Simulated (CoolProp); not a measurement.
R134a at 298.15 K and 0.358 MPa is throttled through a valve to 0.156 MPa with no heat exchange. Each further row changes one setting.

Computed with CoolProp (reference Helmholtz-energy equation of state, Tillner-Roth 1994).

```tsv
case	temperature change (K)	final density (kg/m³)
as stated	___	___
outlet pressure 0.0468 MPa	-7.2	1.99
outlet pressure 0.203 MPa	___	___
```

Problem. Some entries are withheld; supply them.

Solution. 
- as stated, temperature change (K): -4.7
- as stated, final density (kg/m³): 6.75
- outlet pressure 0.203 MPa, temperature change (K): -3.6
- outlet pressure 0.203 MPa, final density (kg/m³): 8.84
